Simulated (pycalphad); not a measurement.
Source of the numbers: pycalphad with the COST 507 light-alloy database (1999); pressure 1 atm. These are 1990s assessments: newer ones move some temperatures and phases. Amounts are mole fractions of atoms. Kinetics are ignored, which matters at the lower temperatures.

Problem. Give the equilibrium state of Ti-8.106Si (wt.%) at 600 K.

Solution. 
```
T = 600.00 K, P = 101325 Pa, N = 1 mol of atoms
G = -46445 J/mol, H = -18068 J/mol, S = 47.29 J/(mol K)  (SER reference)
chemical potentials (J/mol): Ti -21571, Si -211886
phase             fraction      x(Ti)      x(Si)
SITI3               0.5173     0.7500     0.2500
HCP_A3              0.4827     0.9971     0.0029
```

Problem. Give the equilibrium state of Ti-8.106Si (wt.%) at 1400 K.

Solution. 
```
T = 1400.00 K, P = 101325 Pa, N = 1 mol of atoms
G = -96551 J/mol, H = 9556 J/mol, S = 75.79 J/(mol K)  (SER reference)
chemical potentials (J/mol): Ti -74457, Si -243505
phase             fraction      x(Ti)      x(Si)
BCC_A2              0.5483     0.9676     0.0324
SITI3               0.4517     0.7500     0.2500
```

Database names, with the compositions (at.%) that they take in these runs: SITI3: Ti 75 Si 25. BCC_A2 is bcc; HCP_A3 is hcp.
